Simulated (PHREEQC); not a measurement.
A column of 1 m (40 cells, dispersivity 0.035 m, 300 s a shift, diffusion coefficient 3e-10 m²/s) holds 0.23 eq of the database's cation exchanger X per kg of pore water, first in equilibrium with 0.00058 mol/kgw MgSO4, 0.0032 mol/kgw LiCl and 1e-05 mol/kgw HCl. It is flushed with 0.0005 mol/kgw CaCl2, 0.09 mol/kgw Na2SO4, 0.042 mol/kgw MnCl2 and 1e-05 mol/kgw HCl, at 15 °C. Values are for the last cell. The system is closed to CO2. Nothing may precipitate in this run.

Base run: PHREEQC, ion-association model, phreeqc.dat. Each further column changes one thing. The table gives Li in solution (mol/kgw).

```json
[
 {"pore volumes": "0", "base": "0.00320", "exchange capacity from 0.23 to 0.12 eq/kgw": "0.00320", "dispersivity from 0.035 to 0.07 m": "0.00320"},
 {"pore volumes": "0.6375", "base": "0.00853", "exchange capacity from 0.23 to 0.12 eq/kgw": "0.00816", "dispersivity from 0.035 to 0.07 m": "(withheld)"},
 {"pore volumes": "1.387", "base": "0.00911", "exchange capacity from 0.23 to 0.12 eq/kgw": "(withheld)", "dispersivity from 0.035 to 0.07 m": "0.00777"},
 {"pore volumes": "2.013", "base": "0.00137", "exchange capacity from 0.23 to 0.12 eq/kgw": "(withheld)", "dispersivity from 0.035 to 0.07 m": "(withheld)"},
 {"pore volumes": "2.638", "base": "0.000145", "exchange capacity from 0.23 to 0.12 eq/kgw": "1.63e-5", "dispersivity from 0.035 to 0.07 m": "(withheld)"},
 {"pore volumes": "3.388", "base": "7.54e-6", "exchange capacity from 0.23 to 0.12 eq/kgw": "3.78e-7", "dispersivity from 0.035 to 0.07 m": "8.27e-5"},
 {"pore volumes": "4.013", "base": "5.67e-7", "exchange capacity from 0.23 to 0.12 eq/kgw": "1.48e-8", "dispersivity from 0.035 to 0.07 m": "(withheld)"}
]
```

Task: Fill in the missing entries.

Result: 
- 0.6375, dispersivity from 0.035 to 0.07 m: 0.0123
- 1.387, exchange capacity from 0.23 to 0.12 eq/kgw: 0.00368
- 2.013, exchange capacity from 0.23 to 0.12 eq/kgw: 0.000302
- 2.013, dispersivity from 0.035 to 0.07 m: 0.00213
- 2.638, dispersivity from 0.035 to 0.07 m: 0.000503
- 4.013, dispersivity from 0.035 to 0.07 m: 1.77e-5
